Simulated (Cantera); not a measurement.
A closed system holds: 1 mol Si3N4, 230 mol H2, equilibrated at 1050 K and 13300 Pa.

Equilibrium computed with Cantera from the NASA thermochemical tables; the gas is ideal and each condensed phase is pure. Candidate condensed phases: Si, Si3N4; 18 gas species. Kinetics and transport are ignored.

Base state: H2 1.00 (mole fractions); condensed: Si3N4(s).

What changes in the equilibrium state with this change: Si3N4 replaced by BN?


| species | before | after |
|---|---|---|
| H2 | 1.00 | 1.00 |
| Si3N4(s), mol | 1.000 | 0 |
| BN(s), mol | 0 | 1.00 |
Further candidate phases: B, BN.

What changes in the equilibrium state with this change: 1 mol O2 added?


| species | before | after |
|---|---|---|
| H2 | 1.00 | 0.997 |
| N2 | 8.11e-9 | 0.00288 |
| H2O | 0 | 1.38e-5 |
| Si3N4(s), mol | 1.000 | 0 |
| SiO2(β-quartz), mol | 0 | 0.331 |
| Si2N2O(s), mol | 0 | 1.33 |
Mutual solubility and eutectic melting of coexisting phases are not modelled. Further candidate phases: H2O, SiO2, Si2N2O.
